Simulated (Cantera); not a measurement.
A closed system holds: 1 mol Si, 2.7 mol F₂, 23 mol N₂, 7.3 mol NF₃, equilibrated at 450 K and 7.50 Torr.

Cantera equilibrium calculation (NASA polynomials, part measured and part estimated; ideal gas, pure solids and liquids). Candidate condensed phases: Si, Si₃N₄; 16 gas species. Rates play no part.

Task: What is the equilibrium state?

Result: 
* **x(N₂)**: 0.722
* **x(NF₃)**: 0.246
* **x(SiF₄)**: 0.0317
* **x(F₂)**: 4.39e-5
* **gas amount**: 31.53 mol
* **log10 activity of Si(s) (absent)**: -170.82
